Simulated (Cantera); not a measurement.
Feed: 1 mol Zr, 17 mol N2O, equilibrated at 0.170 bar.

Equilibrium computed with Cantera from the NASA thermochemical tables; the gas is ideal and each condensed phase is pure. Candidate condensed phases: Zr, ZrN, ZrO2; 13 gas species. Equilibrium is a limit: real reactors are often held back by kinetics, nucleation or transport.

### Question
Which condensed phases are stable at each of these points (T (K)): 1198, 1273, 1348, 1423, 1498, 1573, 1648, 1723, 1798, 1873, 1948, 2023, 2098, 2173?

### Answer
| T (K) | condensed phases | Zr condensed (%) |
|---|---|---|
| 1198 | ZrO2(monoclinic) | 100.0 |
| 1273 | ZrO2(monoclinic) | 100.0 |
| 1348 | ZrO2(monoclinic) | 100.0 |
| 1423 | ZrO2(monoclinic) | 100.0 |
| 1498 | ZrO2(tetragonal) | 100.0 |
| 1573 | ZrO2(tetragonal) | 100.0 |
| 1648 | ZrO2(tetragonal) | 100.0 |
| 1723 | ZrO2(tetragonal) | 100.0 |
| 1798 | ZrO2(tetragonal) | 100.0 |
| 1873 | ZrO2(tetragonal) | 100.0 |
| 1948 | ZrO2(tetragonal) | 100.0 |
| 2023 | ZrO2(tetragonal) | 100.0 |
| 2098 | ZrO2(tetragonal) | 100.0 |
| 2173 | ZrO2(tetragonal) | 100.0 |

From 1198 K to 1423 K the condensed part is ZrO2(monoclinic). From 1498 K to 2173 K the condensed part is ZrO2(tetragonal).
